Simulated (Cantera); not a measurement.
A freely propagating, adiabatic, planar premixed flame of CH4 : CO : O2 : N2 = 1 : 0.31 : 1.44 : 4.17 (molar parts), unburnt at 325 K and 0.987 atm; unity-Lewis-number transport, grid criteria slope 0.08 and curve 0.16, no radiation.

Model: GRI-Mech 3.0 (53 species, 325 reactions), integrated in Cantera. Unity Lewis numbers drop preferential diffusion, which matters most where H2 and H carry the flame. Burning velocities carry a grid error of a few per cent, more on coarse grids.

x: mole fraction of selected species; z is measured from the peak of heat release.

```
z (mm)  T (K)  u (m/s)     x CH4    x CO      x O2    x HCO    x C2H2   x CH2CO
------  -----  -------  --------  ------  --------  -------  --------  --------
-2.10     325    0.225     0.144  0.0448     0.208    <1e-8   1.71e-7   3.90e-8
-1.40     329    0.227     0.144  0.0449     0.208    <1e-8   2.64e-6   6.03e-7
-1.05     350    0.242     0.143  0.0457     0.206    <1e-8       ___       ___
-0.701    516    0.359     0.130  0.0520     0.189    <1e-8  0.000140   3.21e-5
-0.351   1115    0.797    0.0787  0.0775     0.122  8.26e-8  0.000640  0.000149
-0.175   1561     1.14    0.0375  0.0982    0.0670  4.06e-6   0.00109  0.000231
0        1944     1.45   0.00640   0.115    0.0192  1.87e-5   0.00141  0.000114
0.175    2081     1.56  0.000448   0.118   0.00310  5.74e-6  0.000545   1.37e-5
0.351    2110     1.59   4.20e-5   0.117  0.000602  9.07e-7  0.000134   2.33e-6
0.701    2126     1.60   1.81e-6   0.116  0.000152  2.01e-7   1.19e-5   1.84e-7
1.40     2140     1.61       ___   0.116       ___      ___       ___     <1e-8
2.81     2153     1.61     <1e-8   0.116   3.44e-5  8.72e-8     <1e-8     <1e-8
5.61     2162     1.62     <1e-8   0.116   1.42e-5  5.69e-8     <1e-8     <1e-8
```

Problem. Complete the blanks.

Solution. 
- -1.05, x C2H2: 1.78e-5
- -1.05, x CH2CO: 4.08e-6
- 1.40, x CH4: 5.81e-8
- 1.40, x O2: 7.68e-5
- 1.40, x HCO: 1.30e-7
- 1.40, x C2H2: 3.86e-7
